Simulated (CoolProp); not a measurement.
A Linde-Hampson liquefier for methane: isothermal reversible compression at 230 K from 1 atm to 40 MPa, throttling to 1 atm, return gas leaving the recuperator 10 K below the feed. Each further row changes one setting.

Computed with CoolProp (reference Helmholtz-energy equation of state, Setzmann 1991).

```csv
case,liquid yield per pass,compression work (kJ/kg of gas)
as stated,0.391,609
high pressure 80 MPa,0.331,724
warm-end temperature 260 K,0.314,727
warm-end gap 15 K,0.382,609
```
